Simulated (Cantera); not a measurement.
Cantera run:

```python
import numpy as np
import cantera as ct

gas_names = """
    F FO FO2 F2 F2O H HF HOF HO2 H2 H2F2 H2O H2O2 H3F3 H4F4 H5F5 H6F6 H7F7 O OH O2 O3 Si SiF SiF2 SiF3
    SiF4 SiH SiHF3 SiH2 SiH2F2 SiH3 SiH3F SiH4 SiO SiO2 Si2 Si3
""".split()
cond_names = """
    H2O(s) H2O(L) Si(cr) Si(L) SiO2(Lqz) SiO2(hqz) SiO2(L)
""".split()


# ... load() reads the species with a 1 bar reference pressure and builds the phases ...
atoms = {
    'SiO2': {'Si': 1, 'O': 2},
    'F2': {'F': 2},
    'H2': {'H': 2},
}
top_T = {}  # K; cautious upper limits of use, not melting points


# ... equilibrate(T, P, feed) seeds the gas with the atoms and calls Mixture.equilibrate('TP', solver="vcs", rtol=1e-11, max_steps=5000) ...
results = []
feed = {'SiO2': 1, 'F2': 19, 'H2': 0.39}  # mol
T = 1275  # K
P = 2200  # Pa
mix = equilibrate(T, P, feed)
results.append((T, P, feed, dict(zip(mix.species_names, mix.species_moles))))
print(gas.report(threshold=1e-06))
for i in range(1, mix.n_phases):
    print(f"{mix.phase(i).name:16s} {mix.phase_moles(i):12.5e} mol")
```

Result:

```
       temperature   1275 K
          pressure   2200 Pa
           density   0.0046258 kg/m^3
  mean mol. weight   22.29 kg/kmol
   phase of matter   gas

                          1 kg             1 kmol
                     ---------------   ---------------
          enthalpy        1.9354e+06        4.3141e+07  J
   internal energy        1.4599e+06         3.254e+07  J
           entropy             10615        2.3661e+05  J/K
    Gibbs function       -1.1599e+07       -2.5854e+08  J
 heat capacity c_p              1101             24542  J/K
 heat capacity c_v            728.01             16227  J/K

                      mass frac. Y      mole frac. X     chem. pot. / RT
                     ---------------   ---------------   ---------------
                 F           0.76348           0.89576           -17.357
                FO        7.1705e-06        4.5669e-06            -34.68
                F2           0.04275          0.025078           -34.714
                HF          0.019935           0.02221           -56.657
                O2          0.040871          0.028471           -34.646
              SiF4           0.13296          0.028474           -201.06
     [  +32 minor]        1.9312e-06        9.2783e-07

Si(cr)            0.00000e+00 mol
SiO2(hqz)         0.00000e+00 mol
```

Cantera equilibrium calculation (NASA polynomials, part measured and part estimated; ideal gas, pure solids and liquids).
